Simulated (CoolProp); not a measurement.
A single-stage vapour-compression cycle with nitrous oxide: evaporating at 194.15 K (dew point), condensing at 222.15 K (bubble point), superheat 8 K, subcooling 8 K, compressor efficiency 0.85, no pressure losses. Each further row changes one setting.

The numbers come from the reference Helmholtz-energy equation of state, Lemmon 2006 in CoolProp. It is a short technical equation, of lower accuracy than the large ones.

| case | cooling COP | pressure ratio | discharge temperature (K) | refrigerating effect (kJ/kg) | volumetric capacity (kJ/m³) |
|---|---|---|---|---|---|
| as stated | 5.17 | 3.60 | 284.9 | 335 | 1570 |
| evaporating temperature 199.15 K | [?] | [?] | [?] | [?] | 2010 |
| condensing temperature 217.15 K | 6.44 | 2.94 | 270.7 | 344 | 1610 |
| subcooling 13 K | [?] | 3.60 | 284.9 | 344 | 1610 |
| superheat 18 K | 5.03 | 3.60 | 297.7 | 343 | [?] |
| compressor efficiency 0.75 | 4.56 | 3.60 | [?] | 335 | 1570 |

### Question
Fill in the missing entries.

### Answer

- evaporating temperature 199.15 K, cooling COP: 6.63
- evaporating temperature 199.15 K, pressure ratio: 2.78
- evaporating temperature 199.15 K, discharge temperature (K): 272.9
- evaporating temperature 199.15 K, refrigerating effect (kJ/kg): 338
- subcooling 13 K, cooling COP: 5.30
- superheat 18 K, volumetric capacity (kJ/m³): 1520
- compressor efficiency 0.75, discharge temperature (K): 294.3
